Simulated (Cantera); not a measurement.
A Cantera script and its output.

```python
import numpy as np
import cantera as ct

gas = ct.Solution("gri30.yaml")
gas.TPX = 1275, 45000, {'C2H6': 1, 'N2': 890}
reactor = ct.IdealGasConstPressureReactor(gas, energy="off", clone=False)
net = ct.ReactorNet([reactor])
net.rtol, net.atol = 1e-08, 1e-18
show = ['C2H6', 'C2H', 'CH4', 'H2', 'H', 'C2H2']
times = np.geomspace(1e-05, 4, 14)

steps = ct.SolutionArray(gas, extra=["t"])
rows = []
print(f"{'t/s':>10s}{'T/K':>9s}{'P/Pa':>11s}" + "".join(f"{s:>11s}" for s in show))
for t in times:
    while net.time < t:
        t_next = net.step()
        steps.append(gas.state, t=t_next)
    rows.append([np.interp(t, steps.t, y) for y in (steps.T, steps.P, *steps(*show).X.T)])
    print(f"{t:10.3e}{rows[-1][0]:9.1f}{rows[-1][1]:11.4g}" + "".join(f"{x:11.3e}" for x in rows[-1][2:]))
rate = np.gradient(steps.T, steps.t)
print("integrator steps:", len(steps.t))
if steps.T.max() > steps.T[0] + 200:
    print(f"time of steepest temperature rise: {steps.t[rate.argmax()]:.4e} s")
gas.TPX = 1275, 45000, {'C2H6': 1, 'N2': 890}
gas.equilibrate("TP")
print(f"equilibrium (TP): T = {gas.T:.1f} K  " + "  ".join(f"{s} {gas[s].X[0]:.3e}" for s in show))
```

Output:

```
       t/s      T/K       P/Pa       C2H6        C2H        CH4         H2          H       C2H2
 1.000e-05   1275.0    4.5e+04  1.122e-03  4.617e-29  6.752e-11  1.079e-11  1.083e-10  9.324e-18
 2.697e-05   1275.0    4.5e+04  1.122e-03  1.323e-26  4.908e-10  1.156e-10  4.916e-10  2.389e-16
 7.275e-05   1275.0    4.5e+04  1.122e-03  6.484e-24  3.563e-09  1.719e-09  3.021e-09  7.757e-15
 1.962e-04   1275.0    4.5e+04  1.121e-03  6.085e-21  2.580e-08  3.114e-08  2.107e-08  4.306e-13
 5.293e-04   1275.0    4.5e+04  1.119e-03  1.300e-17  1.851e-07  5.933e-07  1.492e-07  5.343e-11
 1.428e-03   1275.0    4.5e+04  1.104e-03  4.133e-14  1.292e-06  1.012e-05  8.552e-07  1.016e-08
 3.851e-03   1275.0    4.5e+04  1.017e-03  5.145e-12  7.468e-06  8.799e-05  1.867e-06  7.102e-07
 1.039e-02   1275.0    4.5e+04  7.645e-04  2.618e-11  2.793e-05  3.308e-04  2.183e-06  1.101e-05
 2.802e-02   1275.0    4.5e+04  3.193e-04  9.605e-11  7.385e-05  8.091e-04  2.458e-06  8.733e-05
 7.557e-02   1275.0    4.5e+04  3.978e-05  1.450e-10  1.149e-04  1.290e-03  1.583e-06  3.260e-04
 2.038e-01   1275.0    4.5e+04  3.024e-06  6.915e-11  1.250e-04  1.546e-03  5.324e-07  5.537e-04
 5.498e-01   1275.0    4.5e+04  2.209e-07  2.459e-11  1.269e-04  1.691e-03  1.643e-07  6.983e-04
 1.483e+00   1275.0    4.5e+04  2.034e-08  9.901e-12  1.273e-04  1.794e-03  6.116e-08  8.010e-04
 4.000e+00   1275.0    4.5e+04  9.832e-09  8.476e-12  1.273e-04  1.906e-03  4.879e-08  9.132e-04
integrator steps: 1084
equilibrium (TP): T = 1275.0 K  C2H6 8.119e-12  C2H 2.623e-13  CH4 3.901e-06  H2 2.234e-03  H 5.228e-08  C2H2 3.090e-05
```

Computed with Cantera and GRI-Mech 3.0 (53 species, 325 reactions). GRI-Mech 3.0 stops at C3 and has no aromatics, soot or wall deposition, so with more carbon than oxygen in the feed, carbon stays in small species such as C2H2 where larger ones or solid carbon would form.
